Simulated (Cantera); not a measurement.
What does this Cantera script print?

```python
import numpy as np
import cantera as ct

gas = ct.Solution("h2o2.yaml")
gas.TPX = 1425, 150000, {'H2': 0.34, 'O2': 0.333, 'N2': 1.3}
reactor = ct.IdealGasConstPressureReactor(gas, energy="on", clone=False)
net = ct.ReactorNet([reactor])
net.rtol, net.atol = 1e-08, 1e-16
show = ['H2', 'O2', 'H2O2', 'H2O', 'HO2', 'H']
times = np.geomspace(4e-06, 0.2, 15)

steps = ct.SolutionArray(gas, extra=["t"])
rows = []
print(f"{'t/s':>10s}{'T/K':>9s}{'P/Pa':>11s}" + "".join(f"{s:>11s}" for s in show))
for t in times:
    while net.time < t:
        t_next = net.step()
        steps.append(gas.state, t=t_next)
    rows.append([np.interp(t, steps.t, y) for y in (steps.T, steps.P, *steps(*show).X.T)])
    print(f"{t:10.3e}{rows[-1][0]:9.1f}{rows[-1][1]:11.4g}" + "".join(f"{x:11.3e}" for x in rows[-1][2:]))
rate = np.gradient(steps.T, steps.t)
print("integrator steps:", len(steps.t))
if steps.T.max() > steps.T[0] + 200:
    print(f"time of steepest temperature rise: {steps.t[rate.argmax()]:.4e} s")
gas.TPX = 1425, 150000, {'H2': 0.34, 'O2': 0.333, 'N2': 1.3}
gas.equilibrate("HP")
print(f"equilibrium (HP): T = {gas.T:.1f} K  " + "  ".join(f"{s} {gas[s].X[0]:.3e}" for s in show))
```

Result:

```
       t/s      T/K       P/Pa         H2         O2       H2O2        H2O        HO2          H
 4.000e-06   1425.0    1.5e+05  1.723e-01  1.688e-01  9.230e-09  8.920e-06  9.472e-07  7.061e-06
 8.664e-06   1427.5    1.5e+05  1.687e-01  1.671e-01  6.962e-07  2.503e-03  5.912e-05  1.815e-03
 1.876e-05   1916.3    1.5e+05  1.897e-02  8.464e-02  1.022e-06  1.325e-01  3.546e-05  3.370e-02
 4.064e-05   2251.7    1.5e+05  1.205e-02  8.340e-02  3.989e-07  1.539e-01  1.538e-05  1.177e-02
 8.803e-05   2437.6    1.5e+05  6.076e-03  8.465e-02  3.290e-07  1.686e-01  1.005e-05  3.530e-03
 1.907e-04   2510.4    1.5e+05  3.433e-03  8.586e-02  4.382e-07  1.752e-01  1.097e-05  1.415e-03
 4.130e-04   2517.2    1.5e+05  3.185e-03  8.601e-02  4.618e-07  1.759e-01  1.122e-05  1.259e-03
 8.944e-04   2517.2    1.5e+05  3.184e-03  8.601e-02  4.619e-07  1.759e-01  1.122e-05  1.258e-03
 1.937e-03   2517.2    1.5e+05  3.184e-03  8.601e-02  4.619e-07  1.759e-01  1.122e-05  1.258e-03
 4.196e-03   2517.2    1.5e+05  3.184e-03  8.601e-02  4.619e-07  1.759e-01  1.122e-05  1.258e-03
 9.088e-03   2517.2    1.5e+05  3.184e-03  8.601e-02  4.619e-07  1.759e-01  1.122e-05  1.258e-03
 1.968e-02   2517.2    1.5e+05  3.184e-03  8.601e-02  4.619e-07  1.759e-01  1.122e-05  1.258e-03
 4.263e-02   2517.2    1.5e+05  3.184e-03  8.601e-02  4.619e-07  1.759e-01  1.122e-05  1.258e-03
 9.234e-02   2517.2    1.5e+05  3.184e-03  8.601e-02  4.619e-07  1.759e-01  1.122e-05  1.258e-03
 2.000e-01   2517.2    1.5e+05  3.184e-03  8.601e-02  4.619e-07  1.759e-01  1.122e-05  1.258e-03
integrator steps: 1048
time of steepest temperature rise: 1.2461e-05 s
equilibrium (HP): T = 2517.2 K  H2 3.184e-03  O2 8.601e-02  H2O2 4.619e-07  H2O 1.759e-01  HO2 1.122e-05  H 1.258e-03
```

Model: the H2/O2 subset of GRI-Mech 3.0, which has no nitrogen chemistry, integrated in Cantera.
